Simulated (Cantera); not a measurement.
## Stirred combustor or abatement burner

A perfectly stirred reactor is fed with C₂H₆ : O₂ : N₂ : CO₂ = 1 : 2.5 : 19 : 0.68 (molar parts), equivalence ratio 1.4, at 5.00 bar; it is adiabatic with a 798 K inlet, and is followed from long to short residence time, starting on the burning branch (τ in s: 0.04, 0.018, 0.0077, 0.0034, 0.0015, 0.00065, 0.00028, 0.00012, 5.5e-05, 2.4e-05, 1.1e-05).

Computed with Cantera and GRI-Mech 3.0 (53 species, 325 reactions).

| τ (s) | T (K) | x C₂H₆ | x O₂ | x CO₂ | x CH₃ | x CH₂O | x C₂H₂ | x H₂O |
|---|---|---|---|---|---|---|---|---|
| 0.040 | 1793 | 1.24e-5 | 0.000735 | 0.0568 | 9.34e-5 | 8.69e-6 | 0.00144 | 0.0966 |
| 0.018 | 1787 | 2.26e-5 | 0.00117 | 0.0564 | 0.000123 | 1.27e-5 | 0.00167 | 0.0966 |
| 0.0077 | 1778 | 4.09e-5 | 0.00182 | 0.0557 | 0.000158 | 1.86e-5 | 0.00186 | 0.0965 |
| 0.0034 | 1764 | 7.15e-5 | 0.00280 | 0.0546 | 0.000199 | 2.70e-5 | 0.00198 | 0.0960 |
| 0.0015 | 1742 | 0.000132 | 0.00452 | 0.0528 | 0.000256 | 4.19e-5 | 0.00205 | 0.0950 |
| 0.00065 | 1693 | 0.000300 | 0.00850 | 0.0494 | 0.000340 | 7.73e-5 | 0.00205 | 0.0921 |
| 0.00028 | 798 | 0.0431 | 0.108 | 0.0293 | <1e-12 | <1e-12 | <1e-12 | <1e-12 |
| 0.00012 | 798 | 0.0431 | 0.108 | 0.0293 | <1e-12 | <1e-12 | <1e-12 | <1e-12 |
| 5.5e-5 | 798 | 0.0431 | 0.108 | 0.0293 | <1e-12 | <1e-12 | <1e-12 | <1e-12 |
| 2.4e-5 | 798 | 0.0431 | 0.108 | 0.0293 | <1e-12 | <1e-12 | <1e-12 | <1e-12 |
| 1.1e-5 | 798 | 0.0431 | 0.108 | 0.0293 | <1e-12 | <1e-12 | <1e-12 | <1e-12 |
x: mole fraction; the columns are a selection and need not sum to one.
